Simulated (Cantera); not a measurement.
A closed system holds: 1 mol Si, 0.025 mol H2O, 77 mol H2, 0.55 mol NH3, held at 1377 °C and 1.00 bar.

Method: chemical equilibrium by Gibbs-energy minimisation in Cantera with the NASA 1993 tables (ideal gas, pure condensed phases). Candidate condensed phases: H2O, Si, SiO2, Si2N2O, Si3N4; 35 gas species. Mutual solubility and eutectic melting of coexisting phases are not modelled. The numbers say what is thermodynamically allowed, not how fast it happens.

Base state: H2 0.999, N2 0.000690, H 9.08e-5, SiO 2.36e-5 (mole fractions); condensed: Si(s) + Si2N2O(s) + Si3N4(s).

Task: What changes in the equilibrium state with this change: Si replaced by Fe?

Result: 
| species | before | after |
|---|---|---|
| H2 | 0.999 | 0.996 |
| N2 | 0.000690 | 0.00352 |
| H2O | 5.44e-8 | 0.000320 |
| SiO | 2.36e-5 | 0 |
| H | 9.08e-5 | 9.07e-5 |
| Si(s), mol | 0.654 | 0 |
| Si2N2O(s), mol | 0.0232 | 0 |
| Si3N4(s), mol | 0.0990 | 0 |
| Fe(γ), mol | 0 | 1.000 |
Further candidate phases: Fe, FeO, Fe(OH)2, Fe(OH)3, Fe2O3, Fe3O4.
